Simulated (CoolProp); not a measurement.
Vapour-liquid equilibrium of toluene (1) + o-xylene (2) at 0.0486 bar; x and y are mole fractions of (1).

Values from CoolProp's multi-fluid Helmholtz-energy mixture model, Lemmon 2006 and Zhou 2012; pair parameters Bell 2016.

| x | bubble temperature, mixture model (°C) | bubble temperature, Raoult's law (°C) | y, mixture model | y, Raoult's law |
|---|---|---|---|---|
| 0.05 | ? | 54.9 | 0.151 | 0.155 |
| 0.2 | 48.6 | 48.6 | 0.475 | 0.476 |
| 0.35 | 43.5 | 43.6 | ? | 0.668 |
| 0.5 | 39.3 | 39.5 | 0.797 | 0.793 |
| 0.65 | ? | 36.1 | ? | 0.879 |
| 0.8 | ? | 33.2 | ? | 0.941 |
| 0.95 | 30.6 | 30.6 | 0.987 | 0.987 |

Problem. What belongs in the gaps?

Solution. 
- 0.05, bubble temperature, mixture model (°C): 55.0
- 0.35, y, mixture model: 0.672
- 0.65, bubble temperature, mixture model (°C): 35.9
- 0.65, y, mixture model: 0.880
- 0.8, bubble temperature, mixture model (°C): 33.1
- 0.8, y, mixture model: 0.940

The largest gap from Raoult's law is -0.2 K in bubble temperature, at x = 0.5. No azeotrope shows between x = 0.05 and 0.95.

Pair parameters are fitted to limited data, so mixtures are less certain than the pure fluids.
